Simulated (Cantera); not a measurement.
A perfectly stirred reactor is fed with CH4 : O2 : N2 = 1 : 2.5 : 9.4 (molar parts), at 0.830 bar; it is adiabatic with a 375 K inlet, and is followed from long to short residence time, starting on the burning branch (τ in s: 0.069, 0.036, 0.019, 0.0096, 0.005, 0.0026, 0.0013, 0.0007, 0.00036, 0.00019, 9.8e-05, 5.1e-05, 2.6e-05).

Model: GRI-Mech 3.0 (53 species, 325 reactions), integrated in Cantera.

One state of this run: T (K) = 1715; x CH4 = 0.000775; x O2 = 0.0536; x NO = 1.46e-5; x HO2 = 2.39e-5; x H = 0.00597; x H2 = 0.00818. x: mole fraction; the columns are a selection and need not sum to one.

Task: Which value of τ (s) does it belong to?
A) 0.0050
B) 0.0026
C) 0.00019
D) 5.1e-5

Result: C, 0.00019
